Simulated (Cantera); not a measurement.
An adiabatic, constant-volume homogeneous reactor starts with CO : H2 : O2 : N2 : H2O = 1 : 0.071 : 0.315 : 1.18 : 0.076 (molar parts), at 1525 K and 5.00 bar. Integrator tolerance rtol = 1e-08.

Detailed kinetics in Cantera: GRI-Mech 3.0 (53 species, 325 reactions). The hydrogen kinetics of GRI-Mech 3.0 are dated; newer H2 mechanisms differ, most at raised pressure. Above 3000 K some thermodynamic fits are extrapolated.

### Question
What does this change do: constant pressure in place of constant volume?

### Answer
```tsv
quantity	before	after
time of steepest temperature rise	7.77 µs	7.57 µs
temperature at 4.00 s	3070 K	2915 K
equilibrium temperature	3070 K	2915 K
x(CO) at 4.00 s	0.225 (gas-phase equilibrium 0.225)	0.214 (gas-phase equilibrium 0.214)
x(H2) at 4.00 s	0.00706 (gas-phase equilibrium 0.00706)	0.00687 (gas-phase equilibrium 0.00687)
x(O2) at 4.00 s	0.0144 (gas-phase equilibrium 0.0144)	0.0108 (gas-phase equilibrium 0.0108)
x(N2O) at 4.00 s	1.44e-6 (gas-phase equilibrium 1.44e-6)	7.67e-7 (gas-phase equilibrium 7.67e-7)
x(CO2) at 4.00 s	0.191 (gas-phase equilibrium 0.191)	0.205 (gas-phase equilibrium 0.205)
x(O) at 4.00 s	0.00570 (gas-phase equilibrium 0.00570)	0.00393 (gas-phase equilibrium 0.00393)
```

### Question
What does this change do: CO 1 to 0.51 parts?

### Answer
```tsv
quantity	before	after
time of steepest temperature rise	7.77 µs	7.34 µs
temperature at 4.00 s	3070 K	2977 K
equilibrium temperature	3070 K	2977 K
x(CO) at 4.00 s	0.225 (gas-phase equilibrium 0.225)	0.0863 (gas-phase equilibrium 0.0863)
x(H2) at 4.00 s	0.00706 (gas-phase equilibrium 0.00706)	0.00416 (gas-phase equilibrium 0.00416)
x(O2) at 4.00 s	0.0144 (gas-phase equilibrium 0.0144)	0.0420 (gas-phase equilibrium 0.0420)
x(N2O) at 4.00 s	1.44e-6 (gas-phase equilibrium 1.44e-6)	2.64e-6 (gas-phase equilibrium 2.64e-6)
x(CO2) at 4.00 s	0.191 (gas-phase equilibrium 0.191)	0.173 (gas-phase equilibrium 0.173)
x(O) at 4.00 s	0.00570 (gas-phase equilibrium 0.00570)	0.00721 (gas-phase equilibrium 0.00721)
```
